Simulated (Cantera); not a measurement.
Cantera run, input and output.

```python
import numpy as np
import cantera as ct

gas = ct.Solution("h2o2.yaml")
gas.TPX = 975, 690, {'H2': 0.92, 'O2': 1, 'N2': 4.5}
reactor = ct.IdealGasConstPressureReactor(gas, energy="off", clone=False)
net = ct.ReactorNet([reactor])
net.rtol, net.atol = 1e-08, 1e-18
show = ['H2', 'O2', 'H2O2', 'O', 'H', 'H2O']
times = np.geomspace(0.0001, 4, 13)

steps = ct.SolutionArray(gas, extra=["t"])
rows = []
print(f"{'t/s':>10s}{'T/K':>9s}{'P/Pa':>11s}" + "".join(f"{s:>11s}" for s in show))
for t in times:
    while net.time < t:
        t_next = net.step()
        steps.append(gas.state, t=t_next)
    rows.append([np.interp(t, steps.t, y) for y in (steps.T, steps.P, *steps(*show).X.T)])
    print(f"{t:10.3e}{rows[-1][0]:9.1f}{rows[-1][1]:11.4g}" + "".join(f"{x:11.3e}" for x in rows[-1][2:]))
rate = np.gradient(steps.T, steps.t)
print("integrator steps:", len(steps.t))
if steps.T.max() > steps.T[0] + 200:
    print(f"time of steepest temperature rise: {steps.t[rate.argmax()]:.4e} s")
gas.TPX = 975, 690, {'H2': 0.92, 'O2': 1, 'N2': 4.5}
gas.equilibrate("TP")
print(f"equilibrium (TP): T = {gas.T:.1f} K  " + "  ".join(f"{s} {gas[s].X[0]:.3e}" for s in show))
```

It prints:

```
       t/s      T/K       P/Pa         H2         O2       H2O2          O          H        H2O
 1.000e-04    975.0        690  1.433e-01  1.558e-01  1.546e-16  1.347e-13  5.475e-12  5.390e-14
 2.418e-04    975.0        690  1.433e-01  1.558e-01  9.044e-16  7.131e-13  1.328e-11  5.666e-13
 5.848e-04    975.0        690  1.433e-01  1.558e-01  5.284e-15  3.471e-12  3.416e-11  5.181e-12
 1.414e-03    975.0        690  1.433e-01  1.558e-01  3.093e-14  1.641e-11  1.090e-10  4.716e-11
 3.420e-03    975.0        690  1.433e-01  1.558e-01  1.822e-13  1.151e-10  6.589e-10  5.880e-10
 8.270e-03    975.0        690  1.433e-01  1.558e-01  1.198e-12  4.565e-09  2.544e-08  2.975e-08
 2.000e-02    975.0        690  1.431e-01  1.557e-01  6.624e-10  2.612e-05  1.457e-04  1.736e-04
 4.837e-02    975.0        690  9.514e-03  9.912e-02  1.847e-08  1.316e-02  6.481e-02  1.023e-01
 1.170e-01    975.0        690  6.764e-03  9.508e-02  2.633e-08  7.690e-03  3.268e-02  1.257e-01
 2.828e-01    975.0        690  2.654e-03  9.145e-02  4.409e-08  2.544e-03  6.813e-03  1.467e-01
 6.840e-01    975.0        690  4.040e-04  9.058e-02  6.666e-08  3.591e-04  3.542e-04  1.535e-01
 1.654e+00    975.0        690  3.909e-05  9.058e-02  4.554e-08  3.351e-05  9.911e-06  1.543e-01
 4.000e+00    975.0        690  5.246e-06  9.060e-02  1.915e-08  4.675e-06  5.166e-07  1.543e-01
integrator steps: 1737
equilibrium (TP): T = 975.0 K  H2 2.529e-10  O2 9.060e-02  H2O2 7.828e-12  O 2.631e-10  H 2.204e-13  H2O 1.544e-01
```

Detailed kinetics in Cantera: the H2/O2 subset of GRI-Mech 3.0, which has no nitrogen chemistry. Radical loss at walls, strong at low pressure, is not modelled. The temperature is held fixed by assumption; the heat of reaction is taken as removed at once.
